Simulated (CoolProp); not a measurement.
Isobutane at 405.65 K and 2.26 MPa is throttled through a valve to 1.33 MPa with no heat exchange. Each further row changes one setting.

Computed with CoolProp (reference Helmholtz-energy equation of state, Bücker 2006).

```tsv
case	temperature change (K)	final density (kg/m³)
as stated	?	?
outlet pressure 0.399 MPa	?	?
outlet pressure 1.73 MPa	?	38.0
```

Task: What belongs in the gaps?

Result: 
- as stated, temperature change (K): -10.9
- as stated, final density (kg/m³): 27.9
- outlet pressure 0.399 MPa, temperature change (K): -20.9
- outlet pressure 0.399 MPa, final density (kg/m³): 7.60
- outlet pressure 1.73 MPa, temperature change (K): -6.4
